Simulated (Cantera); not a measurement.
A Cantera script and what it prints.

```python
import numpy as np
import cantera as ct

gas_names = [...]  # 113 gases of nasa_gas.yaml made of C, Cu, H, O
cond_names = """
    C(gr) C6H6(L) C7H8(L) C8H18(L),n-octa Cu(cr) Cu(L) CuO(s) CuO2H2(s) Cu2O(s) Cu2O(L) H2O(s) H2O(L)
""".split()


# ... load() reads the species with a 1 bar reference pressure and builds the phases ...
atoms = {
    'Cu2O': {'Cu': 2, 'O': 1},
    'CO': {'C': 1, 'O': 1},
    'H2': {'H': 2},
}
top_T = {'C(gr)': 4500, 'CuO(s)': 1390}  # K; cautious upper limits of use, not melting points


# ... equilibrate(T, P, feed) seeds the gas with the atoms and calls Mixture.equilibrate('TP', solver="vcs", rtol=1e-11, max_steps=5000) ...
results = []
feed = {'Cu2O': 1, 'CO': 17, 'H2': 0.15}  # mol
P = 101325  # Pa
for T in [1048, 1198, 1348, 1498, 1648, 1798, 1948, 2098, 2248, 2398, 2548]:
    mix = equilibrate(T, P, feed)
    results.append((T, P, feed, dict(zip(mix.species_names, mix.species_moles))))

top = {s: max(r[3][s] / sum(r[3][g] for g in gas_names) for r in results) for s in gas_names}
cols = sorted((s for s in top if top[s] > 1e-05), key=lambda s: -top[s])[:7]
seen = [c for c in cond_names if any(r[3].get(c, 0) > 1e-12 for r in results)]
print("log10 of partial pressures in bar; condensed amounts in mol")
print(f"{'T/K':>10s}" + "".join(f"{s[:9]:>10s}" for s in cols + seen))
for T, P, feed, n in results:
    ng = sum(n[g] for g in gas_names)
    print(f"{T:10.4g}" + "".join(f"{np.log10(max(n[s] / ng * P / 1e5, 1e-99)):10.3f}" for s in cols)
          + "".join(f"{n.get(c, 0):10.4g}" for c in seen))
```

Output:

```
log10 of partial pressures in bar; condensed amounts in mol
       T/K        CO       CO2        Cu        H2         H       H2O       Cu2     C(gr)    Cu(cr)     Cu(L)
      1048    -0.073    -0.800   -10.009    -2.078    -9.151    -2.879   -15.436     1.472         2         0
      1198    -0.024    -1.234    -7.935    -2.088    -7.765    -3.162   -12.492         0         2         0
      1348    -0.024    -1.236    -6.329    -2.102    -6.687    -3.022   -10.219         0         2         0
      1498    -0.024    -1.238    -5.100    -2.116    -5.823    -2.918    -8.512         0         0         2
      1648    -0.024    -1.239    -4.102    -2.130    -5.115    -2.840    -7.135         0         0     1.999
      1798    -0.024    -1.241    -3.276    -2.144    -4.525    -2.780    -5.998         0         0     1.991
      1948    -0.025    -1.244    -2.582    -2.158    -4.026    -2.734    -5.045         0         0     1.955
      2098    -0.028    -1.248    -1.989    -2.176    -3.600    -2.703    -4.236         0         0     1.823
      2248    -0.038    -1.259    -1.479    -2.206    -3.237    -2.691    -3.542         0         0     1.409
      2398    -0.066    -1.288    -1.035    -2.261    -2.933    -2.712    -2.940         0         0    0.2349
      2548    -0.071    -1.294    -0.982    -2.310    -2.664    -2.731    -3.090         0         0         0
```

Cantera equilibrium calculation (NASA polynomials, part measured and part estimated; ideal gas, pure solids and liquids).
